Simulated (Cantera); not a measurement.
Input: 1 mol Hg, 0.082 mol H2, 3.6 mol N2, equilibrated at 1075 K and 49.0 Pa.

Method: chemical equilibrium by Gibbs-energy minimisation in Cantera with the NASA 1993 tables (ideal gas, pure condensed phases). Candidate condensed phases: Hg; 10 gas species. Rates play no part.

Task: What is the equilibrium state?

Result: 
- x(N2): 0.769
- x(Hg): 0.214
- x(H2): 0.0175
- gas amount: 4.682 mol
- log10 activity of Hg(l) (absent): -5.97
